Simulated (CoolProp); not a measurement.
A closed Brayton cycle with carbon dioxide: compressor inlet 309.15 K and 9.5 MPa, high pressure 25.7 MPa, turbine inlet 655 K, compressor efficiency 0.85, turbine efficiency 0.93, recuperator effectiveness 0.8 (on enthalpy, no pinch check). Each further row changes one setting.

Values from CoolProp's reference Helmholtz-energy equation of state, Span 1996.

```json
[
 {"case": "as stated", "thermal efficiency (%)": "(withheld)", "net work (kJ/kg)": "76.1", "compressor to turbine work": "0.25", "compressor exit (K)": "337.8", "turbine exit (K)": "546.6"},
 {"case": "turbine inlet 605 K", "thermal efficiency (%)": "25.5", "net work (kJ/kg)": "(withheld)", "compressor to turbine work": "(withheld)", "compressor exit (K)": "337.8", "turbine exit (K)": "500.9"},
 {"case": "compressor inlet 319.15 K", "thermal efficiency (%)": "(withheld)", "net work (kJ/kg)": "(withheld)", "compressor to turbine work": "0.37", "compressor exit (K)": "378.9", "turbine exit (K)": "546.6"},
 {"case": "high pressure 21.8 MPa", "thermal efficiency (%)": "25.5", "net work (kJ/kg)": "(withheld)", "compressor to turbine work": "0.23", "compressor exit (K)": "332.2", "turbine exit (K)": "(withheld)"},
 {"case": "recuperator effectiveness 0.5", "thermal efficiency (%)": "21.1", "net work (kJ/kg)": "76.1", "compressor to turbine work": "0.25", "compressor exit (K)": "337.8", "turbine exit (K)": "546.6"}
]
```

Task: Some entries are withheld; supply them.

Result: 
- as stated, thermal efficiency (%): 27.3
- turbine inlet 605 K, net work (kJ/kg): 65.6
- turbine inlet 605 K, compressor to turbine work: 0.28
- compressor inlet 319.15 K, thermal efficiency (%): 26.2
- compressor inlet 319.15 K, net work (kJ/kg): 64.0
- high pressure 21.8 MPa, net work (kJ/kg): 66.8
- high pressure 21.8 MPa, turbine exit (K): 564.2
